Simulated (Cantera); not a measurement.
Input: 1 mol Si2H6, 8.1 mol H2, 0.93 mol HCl, held at 948.15 K and 0.760 bar.

Equilibrium computed with Cantera from the NASA thermochemical tables; the gas is ideal and each condensed phase is pure. The feed counts by its element totals alone. The tables' values for SiCl3 are old estimates; treat these amounts as uncertain. Rates play no part.

```csv
species,before,after
H2,0.974,0.885
SiCl4,0.0105,0.0782
SiHCl3,0.0101,0.0207
HCl,0.00457,0.0151
SiH3Cl,2.37e-5,3.71e-6
SiCl3,0.000101,0.000217
SiH2Cl2,0.000978,0.000554
SiCl2,3.27e-5,2.04e-5
"Si(s), mol",1.74,0
```
Gas species are given as mole fractions.

Problem. What was changed between the two runs?
(A) temperature from 948.15 K to 1498.15 K
(B) Si2H6 replaced by SiHCl3
(C) pressure from 0.760 bar to 0.160 bar
(D) 0.51 mol Cl2 added

Solution. B, Si2H6 replaced by SiHCl3
